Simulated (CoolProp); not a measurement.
Vapour-liquid equilibrium of R114 (1) + benzene (2) at 4.7 bar; x and y are mole fractions of (1).

Computed with CoolProp (multi-fluid Helmholtz-energy mixture model, Platzer 1990 and Thol 2012; pair parameters Bell 2016). This equation is an older, rougher fit; its heat capacities, sound speeds and derivatives of the liquid may be far off and weren't checked against measurements.

```json
[
 {"x": "0.05", "bubble temperature (K)": "393.2", "y at the bubble point": "0.366", "dew temperature at overall composition x (K)": "(withheld)", "liquid density (mol/L)": "9.648"},
 {"x": "0.2", "bubble temperature (K)": "360.8", "y at the bubble point": "0.750", "dew temperature at overall composition x (K)": "402.9", "liquid density (mol/L)": "9.663"},
 {"x": "0.35", "bubble temperature (K)": "347.8", "y at the bubble point": "0.847", "dew temperature at overall composition x (K)": "394.2", "liquid density (mol/L)": "(withheld)"},
 {"x": "0.5", "bubble temperature (K)": "340.9", "y at the bubble point": "0.891", "dew temperature at overall composition x (K)": "384.0", "liquid density (mol/L)": "9.068"},
 {"x": "0.65", "bubble temperature (K)": "335.8", "y at the bubble point": "0.922", "dew temperature at overall composition x (K)": "(withheld)", "liquid density (mol/L)": "8.724"},
 {"x": "0.8", "bubble temperature (K)": "331.3", "y at the bubble point": "0.952", "dew temperature at overall composition x (K)": "354.5", "liquid density (mol/L)": "8.395"},
 {"x": "0.95", "bubble temperature (K)": "326.6", "y at the bubble point": "0.987", "dew temperature at overall composition x (K)": "331.6", "liquid density (mol/L)": "8.093"}
]
```

Q: Some entries are withheld; supply them.

A: 
- 0.05, dew temperature at overall composition x (K): 410.5
- 0.35, liquid density (mol/L): 9.402
- 0.65, dew temperature at overall composition x (K): 371.4

No azeotrope shows between x = 0.05 and 0.95.

The pair parameters rest on a limited set of measurements; away from them the model extrapolates.
